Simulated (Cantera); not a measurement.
## Thermodynamics of oxide etching and cleaning by halides, feed Fe2O3 + HCl + O2

A closed system holds: 1 mol Fe2O3, a varied amount of HCl, 3 mol O2, at 1400 °C and 5.20 Pa.

Equilibrium computed with Cantera from the NASA thermochemical tables; the gas is ideal and each condensed phase is pure. Candidate condensed phases: Fe, FeCl2, FeCl3, FeO, Fe(OH)2, Fe(OH)3, Fe2O3, Fe3O4, H2O; 22 gas species. Kinetics and transport are ignored.

| n(HCl) (mol) | x HCl | x O2 | x H2O | x Cl | x FeCl2 | x OH | x O | x H2 | n Fe3O4(s) |
|---|---|---|---|---|---|---|---|---|---|
| 3.5 | 0.207 | 0.434 | 0.143 | 0.120 | 0.0863 | 0.00510 | 0.00305 | 0.000454 | 0.465 |
| 4 | 0.221 | 0.403 | 0.151 | 0.122 | 0.0937 | 0.00515 | 0.00294 | 0.000500 | 0.430 |
| 4.6 | 0.235 | 0.371 | 0.160 | 0.123 | 0.102 | 0.00519 | 0.00282 | 0.000550 | 0.388 |
| 5.3 | 0.249 | 0.339 | 0.169 | 0.125 | 0.110 | 0.00521 | 0.00270 | 0.000606 | 0.339 |
| 6 | 0.260 | 0.313 | 0.176 | 0.125 | 0.117 | 0.00521 | 0.00259 | 0.000658 | 0.288 |
| 6.8 | 0.271 | 0.287 | 0.183 | 0.125 | 0.124 | 0.00520 | 0.00248 | 0.000714 | 0.230 |
| 7.8 | 0.283 | 0.261 | 0.190 | 0.125 | 0.131 | 0.00518 | 0.00237 | 0.000780 | 0.156 |
| 8.9 | 0.293 | 0.238 | 0.197 | 0.124 | 0.139 | 0.00515 | 0.00226 | 0.000847 | 0.0735 |
| 10 | 0.305 | 0.217 | 0.201 | 0.125 | 0.143 | 0.00509 | 0.00216 | 0.000905 | 0 |
| 12 | 0.354 | 0.180 | 0.191 | 0.142 | 0.124 | 0.00473 | 0.00197 | 0.000944 | 0 |
| 13 | 0.375 | 0.165 | 0.187 | 0.149 | 0.116 | 0.00458 | 0.00188 | 0.000964 | 0 |
| 15 | 0.410 | 0.140 | 0.180 | 0.159 | 0.103 | 0.00431 | 0.00173 | 0.00101 | 0 |
| 17 | 0.439 | 0.120 | 0.173 | 0.167 | 0.0931 | 0.00407 | 0.00161 | 0.00105 | 0 |
x: gas mole fraction; n: condensed amount in mol.

From 3.5 mol HCl to 8.9 mol HCl the condensed part is Fe3O4(s). From 10 mol HCl to 17 mol HCl nothing is condensed. The main Fe-bearing gas is FeCl2 throughout.
